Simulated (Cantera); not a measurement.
Cantera run:

```python
import numpy as np
import cantera as ct

gas_names = """
    AL ALCL ALCL2 ALCL3 ALN ALO ALOCL ALO2 AL2 AL2CL6 AL2O AL2O2 CL CLO CL2 N NO NO2 NO3 N2 N2O O O2 O3
""".split()
cond_names = """
    AL(cr) AL(L) ALCL3(s) ALCL3(L) ALN(s) AL2O3(a) AL2O3(L)
""".split()


# ... load() reads the species with a 1 bar reference pressure and builds the phases ...
atoms = {
    'AlCl3': {'AL': 1, 'CL': 3},
    'O2': {'O': 2},
    'N2': {'N': 2},
}
top_T = {'ALN(s)': 2750}  # K; cautious upper limits of use, not melting points


# ... equilibrate(T, P, feed) seeds the gas with the atoms and calls Mixture.equilibrate('TP', solver="vcs", rtol=1e-11, max_steps=5000) ...
results = []
T = 1223  # K
P = 100  # Pa
for m in [1.5, 4.2, 6.8, 9.5, 12, 15, 17, 20, 23, 25, 28, 31]:
    feed = {'AlCl3': 1, 'O2': 4.5, 'N2': m}  # mol
    mix = equilibrate(T, P, feed)
    results.append((T, P, feed, dict(zip(mix.species_names, mix.species_moles))))

top = {s: max(r[3][s] / sum(r[3][g] for g in gas_names) for r in results) for s in gas_names}
cols = sorted((s for s in top if top[s] > 0.0001), key=lambda s: -top[s])[:7]
seen = [c for c in cond_names if any(r[3].get(c, 0) > 1e-12 for r in results)]
print("log10 of partial pressures in bar; condensed amounts in mol")
print(f"{'n(N2)':>10s}" + "".join(f"{s[:9]:>10s}" for s in cols + seen))
for T, P, feed, n in results:
    ng = sum(n[g] for g in gas_names)
    print(f"{feed['N2']:10.4g}" + "".join(f"{np.log10(max(n[s] / ng * P / 1e5, 1e-99)):10.3f}" for s in cols)
          + "".join(f"{n.get(c, 0):10.4g}" for c in seen))
```

Result:

```
log10 of partial pressures in bar; condensed amounts in mol
     n(N2)        N2        O2       CL2        CL        NO  AL2O3(a)
       1.5    -3.671    -3.273    -3.760    -4.103    -6.715       0.5
       4.2    -3.367    -3.416    -3.919    -4.182    -6.635       0.5
       6.8    -3.261    -3.520    -4.035    -4.241    -6.634       0.5
       9.5    -3.202    -3.606    -4.134    -4.290    -6.648       0.5
        12    -3.168    -3.673    -4.211    -4.329    -6.664       0.5
        15    -3.140    -3.742    -4.292    -4.369    -6.684       0.5
        17    -3.126    -3.782    -4.339    -4.393    -6.697       0.5
        20    -3.110    -3.837    -4.404    -4.425    -6.716       0.5
        23    -3.097    -3.885    -4.461    -4.454    -6.734       0.5
        25    -3.090    -3.914    -4.497    -4.472    -6.746       0.5
        28    -3.082    -3.955    -4.546    -4.496    -6.762       0.5
        31    -3.075    -3.992    -4.592    -4.519    -6.777       0.5
```

These are equilibrium values from Cantera (NASA tables, ideal gas, pure condensed phases), not measurements of a reactor.
